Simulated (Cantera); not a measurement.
Input: 1 mol TiO2, 2.7 mol HCl, 0.64 mol H2O, equilibrated at 1398 K and 1000 Pa.

Equilibrium computed with Cantera from the NASA thermochemical tables; the gas is ideal and each condensed phase is pure. Candidate condensed phases: H2O, Ti, TiCl2, TiCl3, TiCl4, TiO, TiO2, Ti2O3, Ti3O5, Ti4O7; 23 gas species. The numbers say what is thermodynamically allowed, not how fast it happens.

Base state: HCl 0.807, H2O 0.191, Cl 0.00124, H2 0.000645, Cl2 1.96e-5 (mole fractions); condensed: TiO2(rutile).

Task: What changes in the equilibrium state with this change: temperature from 1398 K to 1525 K?

Result: 
```tsv
species	before	after
HCl	0.807	0.803
H2O	0.191	0.191
Cl	0.00124	0.00356
H2	0.000645	0.00183
H	1.20e-6	1.01e-5
OH	7.04e-6	3.28e-5
Cl2	1.96e-5	2.67e-5
TiO2(rutile), mol	1.00	1.00
```
